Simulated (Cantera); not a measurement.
# Catalytic stagnation flow on Pt

A jet of H₂ : O₂ : N₂ = 0.013 : 0.076 : 0.79 (molar parts), equivalence ratio 0.086 at 300 K and 6000 Pa hits a platinum plate 2.7 cm away at a mass flux of 0.1 kg/m²/s; the plate temperature is set and raised in steps from an oxygen-covered start.

Computed with Cantera and Deutschmann's 1995 Pt surface mechanism with GRI-Mech 3.0 gas chemistry. Catalytic surfaces can have several steady states; this one follows from the mechanism file's or the stated starting coverage.

| plate T (K) | wall x H₂ | wall x O₂ | wall x H₂O | wall x OH | θ free Pt | θ O* | θ OH* |
|---|---|---|---|---|---|---|---|
| 500 | 0.00290 | 0.0736 | 0.0235 | <1e-8 | 0.0577 | 0.931 | 0.0114 |
| 550 | 0.00289 | 0.0737 | 0.0233 | <1e-8 | 0.0611 | 0.932 | 0.00650 |
| 600 | 0.00288 | 0.0737 | 0.0232 | <1e-8 | 0.0643 | 0.932 | 0.00405 |
| 650 | 0.00286 | 0.0737 | 0.0231 | <1e-8 | 0.0678 | 0.929 | 0.00270 |
| 700 | 0.00274 | 0.0736 | 0.0232 | <1e-8 | 0.0745 | 0.924 | 0.00196 |
| 750 | 0.00235 | 0.0732 | 0.0238 | <1e-8 | 0.0930 | 0.905 | 0.00159 |
| 800 | 0.00182 | 0.0727 | 0.0247 | <1e-8 | 0.130 | 0.868 | 0.00140 |
x: mole fraction at the wall; θ: surface coverage.
